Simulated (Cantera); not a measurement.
## Equilibrium for abatement and gas-phase synthesis: CS2 + H2 + O2

Feed: 1 mol CS2, 0.97 mol H2, a varied amount of O2, held at 2602 °C and 25.0 bar.

Method: chemical equilibrium by Gibbs-energy minimisation in Cantera with the NASA 1993 tables (ideal gas, pure condensed phases). Candidate condensed phases: C, C6H6, C7H8, C8H18, H2O, H2SO4, S; 123 gas species. Equilibrium is a limit: real reactors are often held back by kinetics, nucleation or transport.

From 0.48 mol O2 to 7.7 mol O2 nothing is condensed. The main C-bearing gas is CO at 0.48 mol O2 and CO2 at 7.7 mol O2.

```
n(O2) (mol)      x O2    x SO2     x CO     x S2      x H2    x H2O     x CO2      x SO     x SH    x H2S      x OH      x S     x CS2       x O       x H
-----------  --------  -------  -------  -------  --------  -------  --------  --------  -------  -------  --------  -------  --------  --------  --------
0.48          1.76e-9  2.60e-6    0.328    0.257     0.231  0.00168  0.000334  0.000458   0.0668   0.0663   2.22e-5   0.0175    0.0107   6.08e-7    0.0102
0.68          4.52e-6  0.00663    0.316    0.254     0.177   0.0651    0.0163    0.0230   0.0580   0.0503  0.000983   0.0174  0.000201   3.08e-5   0.00890
0.96          2.85e-5   0.0390    0.283    0.220     0.130    0.120    0.0367    0.0539   0.0464   0.0345   0.00212   0.0162   6.21e-5   7.73e-5   0.00764
1.4           9.91e-5    0.115    0.242    0.159    0.0923    0.159    0.0584    0.0854   0.0332   0.0208   0.00333   0.0138   2.06e-5  0.000144   0.00643
1.9          0.000234    0.211    0.205   0.0958    0.0675    0.179    0.0761     0.102   0.0220   0.0118   0.00437   0.0107   6.82e-6  0.000222   0.00550
2.7          0.000879    0.363    0.150   0.0201    0.0388    0.199     0.108    0.0904  0.00766  0.00311   0.00642  0.00490   5.41e-7  0.000429   0.00417
3.9             0.104    0.433   0.0252  2.05e-6   0.00359    0.200     0.197   0.00992  2.35e-5  2.91e-6    0.0212  4.95e-5    <1e-12   0.00466   0.00127
5.4             0.317    0.328   0.0114  1.26e-7   0.00151    0.148     0.155   0.00430  3.79e-6  3.04e-7    0.0241  1.23e-5    <1e-12   0.00816  0.000824
7.7             0.501    0.237  0.00662  2.65e-8  0.000850    0.104     0.114   0.00247  1.30e-6  7.80e-8    0.0227  5.62e-6    <1e-12    0.0102  0.000617
```
x: gas mole fraction; nothing condenses.
